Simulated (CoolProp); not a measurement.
Normal hydrogen at 298.15 K and 0.268 MPa flows at 9.5 m/s in a round tube of 25 mm bore and 0.25 µm roughness, fully developed (64/Re and Nu = 3.66 if laminar; Colebrook and Gnielinski if turbulent). Each further row changes one setting.

Computed with CoolProp (reference Helmholtz-energy equation of state, Leachman 2009).

| case | Reynolds number | Darcy friction factor | pressure drop (Pa/m) | heat-transfer coefficient (W/(m² K)) | mass flow (kg/h) |
|---|---|---|---|---|---|
| as stated | … | 0.0358 | 14.1 | … | 3.65 |
| velocity 19 m/s | 11600 | 0.0297 | 46.7 | … | … |
| diameter 50 mm | 11600 | 0.0297 | … | 121 | … |

### Question
Fill in the missing entries.

### Answer

- as stated, Reynolds number: 5810
- as stated, heat-transfer coefficient (W/(m² K)): 135
- velocity 19 m/s, heat-transfer coefficient (W/(m² K)): 243
- velocity 19 m/s, mass flow (kg/h): 7.31
- diameter 50 mm, pressure drop (Pa/m): 5.83
- diameter 50 mm, mass flow (kg/h): 14.6

Viscosity comes from a separate model (Muzny 2013). Thermal conductivity comes from a separate model (Assael 2011).
